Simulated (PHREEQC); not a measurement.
Make-up at 40 °C: 0.18 mol NaNO3 per kg of water. Closed to the air; pH follows from the charge balance.

The numbers come from PHREEQC with the ion-association model, phreeqc.dat.

| quantity | before | after |
|---|---|---|
| pH | 6.74 | 11.59 |
| ionic strength (mol/kgw) | 0.180 | 0.196 |

### Question
Name the change that produced these shifts.
(A) 0.036 mol/kgw HCl added
(B) NaNO3 replaced by NaHS at the same molality
(C) 0.0043 mol/kgw NaHF2 added
(D) 0.016 mol/kgw KOH added

### Answer
D, 0.016 mol/kgw KOH added

No solid was allowed to form. Constants without temperature data keep their 25 °C values here.
